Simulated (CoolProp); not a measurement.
The numbers come from the reference Helmholtz-energy equation of state, Thol 2014 in CoolProp.

Question: For diethyl ether, give the phase and the cp (kJ/(kg K)), expansivity (1/kK) at 548 K and 10300 kPa; 548 K and 18600 kPa.

Answer: 
- 548 K and 10300 kPa: supercritical; cp 3.42, expansivity 7.10
- 548 K and 18600 kPa: supercritical; cp 3.01, expansivity 3.08
